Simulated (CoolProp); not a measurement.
Computed with CoolProp (reference Helmholtz-energy equation of state, Setzmann 1991).

Q: Give the vapour pressure (MPa), vapour density (kg/m³), surface tension (mN/m), vapour viscosity (µPa s) of saturated methane at 116.1, 126.1 K.

A: 
```csv
T (K),p (MPa),vapour density (kg/m³),surface tension (mN/m),vapour viscosity (µPa s)
116.1,0.144,2.51,12.1,4.43
126.1,0.289,4.77,10.1,4.83
```

Viscosity comes from a separate model (Quiñones-Cisneros 2006). Surface tension comes from a separate correlation (Mulero 2012).
